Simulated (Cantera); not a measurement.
A Cantera script and its output.

```python
import numpy as np
import cantera as ct

gas = ct.Solution("gri30.yaml")
gas.TPX = 1225, 101325, {'N2O': 1, 'N2': 0.17}
reactor = ct.IdealGasConstPressureReactor(gas, energy="off", clone=False)
net = ct.ReactorNet([reactor])
net.rtol, net.atol = 1e-08, 1e-18
show = ['N2O', 'NO', 'O2', 'N2', 'O']
times = np.geomspace(5e-06, 40, 9)

steps = ct.SolutionArray(gas, extra=["t"])
rows = []
print(f"{'t/s':>10s}{'T/K':>9s}{'P/Pa':>11s}" + "".join(f"{s:>11s}" for s in show))
for t in times:
    while net.time < t:
        t_next = net.step()
        steps.append(gas.state, t=t_next)
    rows.append([np.interp(t, steps.t, y) for y in (steps.T, steps.P, *steps(*show).X.T)])
    print(f"{t:10.3e}{rows[-1][0]:9.1f}{rows[-1][1]:11.4g}" + "".join(f"{x:11.3e}" for x in rows[-1][2:]))
rate = np.gradient(steps.T, steps.t)
print("integrator steps:", len(steps.t))
if steps.T.max() > steps.T[0] + 200:
    print(f"time of steepest temperature rise: {steps.t[rate.argmax()]:.4e} s")
gas.TPX = 1225, 101325, {'N2O': 1, 'N2': 0.17}
gas.equilibrate("TP")
print(f"equilibrium (TP): T = {gas.T:.1f} K  " + "  ".join(f"{s} {gas[s].X[0]:.3e}" for s in show))
```

Output:

```
       t/s      T/K       P/Pa        N2O         NO         O2         N2          O
 5.000e-06   1225.0  1.013e+05  8.547e-01  1.430e-07  5.490e-07  1.453e-01  1.382e-06
 3.646e-05   1225.0  1.013e+05  8.547e-01  2.786e-06  1.070e-05  1.453e-01  2.518e-06
 2.659e-04   1225.0  1.013e+05  8.544e-01  2.396e-05  9.199e-05  1.455e-01  2.526e-06
 1.939e-03   1225.0  1.013e+05  8.525e-01  1.779e-04  6.838e-04  1.466e-01  2.524e-06
 1.414e-02   1225.0  1.013e+05  8.388e-01  1.279e-03  4.940e-03  1.550e-01  2.512e-06
 1.031e-01   1225.0  1.013e+05  7.478e-01  8.443e-03  3.315e-02  2.105e-01  2.397e-06
 7.521e-01   1225.0  1.013e+05  3.728e-01  3.531e-02  1.508e-01  4.407e-01  1.721e-06
 5.485e+00   1225.0  1.013e+05  1.892e-02  4.956e-02  2.675e-01  6.634e-01  1.937e-07
 4.000e+01   1225.0  1.013e+05  6.311e-07  4.899e-02  2.742e-01  6.760e-01  2.204e-08
integrator steps: 1099
equilibrium (TP): T = 1225.0 K  N2O 1.748e-08  NO 2.668e-04  O2 2.993e-01  N2 7.005e-01  O 2.302e-08
```

Computed with Cantera and GRI-Mech 3.0 (53 species, 325 reactions). GRI-Mech 3.0 was tuned for natural gas; its chemistry of N2O as a main component is partial and can be far from experiment. The mechanism lacks the step 2 NO + O2 → 2 NO2, which can matter for NO2 below about 1400 K. The temperature is held fixed by assumption; the heat of reaction is taken as removed at once.
